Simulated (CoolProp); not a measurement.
Vapour-liquid equilibrium of p-xylene (1) + n-undecane (2) at 0.0695 bar; x and y are mole fractions of (1).

Model: multi-fluid Helmholtz-energy mixture model, Zhou 2012 and Aleksandrov 2011; pair parameters Bell 2016, in CoolProp.

```tsv
x	bubble temperature, mixture model (K)	bubble temperature, Raoult's law (K)	y, mixture model	y, Raoult's law
0.05	(withheld)	377.6	0.257	0.268
0.2	(withheld)	363.7	(withheld)	0.666
0.35	(withheld)	354.4	(withheld)	0.827
0.5	(withheld)	347.6	0.904	0.906
0.65	(withheld)	342.3	0.949	0.950
0.8	338.1	338.1	0.977	0.977
0.95	334.5	334.5	0.995	0.995
```

**Question.** Fill in the missing entries.

**Answer.** 
- 0.05, bubble temperature, mixture model (K): 377.9
- 0.2, bubble temperature, mixture model (K): 364.2
- 0.2, y, mixture model: 0.657
- 0.35, bubble temperature, mixture model (K): 354.8
- 0.35, y, mixture model: 0.822
- 0.5, bubble temperature, mixture model (K): 347.8
- 0.65, bubble temperature, mixture model (K): 342.5

The largest gap from Raoult's law is +0.5 K in bubble temperature, at x = 0.2. No azeotrope shows between x = 0.05 and 0.95.

The pair parameters rest on a limited set of measurements; away from them the model extrapolates.
